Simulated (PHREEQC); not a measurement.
**Spent oxide etchant: speciation**

A solution holds 110 mmol/kgw NH4HF2, 33 mmol/kgw (NH4)2SiF6 and 2.1 mmol/kgw HCl, at 25 °C. Closed to the air; pH follows from the charge balance.

Computed with PHREEQC (ion-association model, phreeqc.dat).

Precipitation was switched off in this run.

Task: Estimate the pH.

Result: pH 2.99.

Task: In which forms is F present?

Result: SiF6-2 47 %, HF 20 %, F- 20 %, HF2- 13 % of the F.

Complexes and solids missing from the database can't appear. SiF6-2 is the database's only silicon fluoride.
